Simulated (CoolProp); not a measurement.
Vapour-liquid equilibrium of R22 (1) + R115 (2) at 226.9 K; x and y are mole fractions of (1).

The numbers come from the multi-fluid Helmholtz-energy mixture model, Kamei 1995 and Lemmon 2016; pair parameters Bell 2016 in CoolProp.

Problem. Give the bubble pressure and the first vapour's composition at x = 0.05, 0.35, 0.5. Is there an azeotrope?

Solution. x = 0.05: 0.8095 bar, y = 0.134; x = 0.35: 0.9545 bar, y = 0.406; x = 0.5: 0.9603 bar, y = 0.483. y crosses x between x = 0.35 and 0.5: the model has an azeotrope there.

The pair parameters rest on a limited set of measurements; away from them the model extrapolates.
